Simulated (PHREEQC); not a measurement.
Dissolve 0.82 mol HF, 0.08 mol NH4HF2 and 0.00053 mol H2SO4 per kg of water at 25 °C. Closed to the air; pH follows from the charge balance.

Computed with PHREEQC (ion-association model, wateq4f.dat).

Each row changes one thing in this solution. Precipitation was switched off in this run.

```csv
case,pH,ionic strength (mol/kgw),HF (mol/kgw),H2F2 (mol/kgw),HF2- (mol/kgw),F- (mol/kgw)
as made,2.15,0.0887,0.315,0.264,0.0484,0.0392
H2SO4 from 0.00053 to 0.0053 mol/kgw,2.10,0.0914,0.318,0.269,0.0444,0.0357
0.009 mol/kgw (NH4)2HPO4 added,2.20,0.106,0.311,0.258,0.0546,0.0447
temperature from 25 to 50 °C,2.09,[?],0.437,0.198,0.0586,0.0303
0.053 mol/kgw Na2B4O7 added,1.60,0.218,0.0862,0.0204,0.00120,0.00344
diluted 100-fold with water,2.74,0.00272,[?],[?],[?],0.00264
NH4HF2 left out,1.67,0.0248,0.303,0.240,[?],0.0110
```

**Question.** What belongs in the gaps?

**Answer.** 
- temperature from 25 to 50 °C, ionic strength (mol/kgw): 0.0899
- diluted 100-fold with water, HF (mol/kgw): 0.00678
- diluted 100-fold with water, H2F2 (mol/kgw): 0.000120
- diluted 100-fold with water, HF2- (mol/kgw): 6.87e-5
- NH4HF2 left out, HF2- (mol/kgw): 0.0128

At this temperature some constants are extrapolated from 25 °C, and those without enthalpy data are left unchanged. Real BF4- forms and hydrolyses slowly; the run takes it at equilibrium.
